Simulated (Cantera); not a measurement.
Charge: 1 mol FeS2, 1.4 mol H2S, 8.7 mol O2, 0.00012 mol H2, at 1.40 bar.

These are equilibrium values from Cantera (NASA tables, ideal gas, pure condensed phases), not measurements of a reactor. Candidate condensed phases: Fe, FeO, Fe(OH)2, Fe(OH)3, FeS, FeSO4, FeS2, Fe2O3, Fe2(SO4)3, Fe3O4, H2O, H2SO4, S; 22 gas species. Equilibrium is a limit: real reactors are often held back by kinetics, nucleation or transport.

Task: Which condensed phases are stable at each of these points (T (°C)): 350, 500, 650, 800, 950, 1100, 1250, 1400, 1550?

Result: 
```csv
T (°C),condensed phases,Fe condensed (%)
350,Fe2(SO4)3(s),100.0
500,Fe2(SO4)3(s),100.0
650,Fe2(SO4)3(s),100.0
800,Fe2O3(s),100.0
950,Fe2O3(s),100.0
1100,Fe2O3(s),100.0
1250,Fe2O3(s),100.0
1400,Fe2O3(s),100.0
1550,Fe3O4(s),100.0
```

From 350 °C to 650 °C the condensed part is Fe2(SO4)3(s). From 800 °C to 1400 °C the condensed part is Fe2O3(s). At 1550 °C the condensed part is Fe3O4(s).
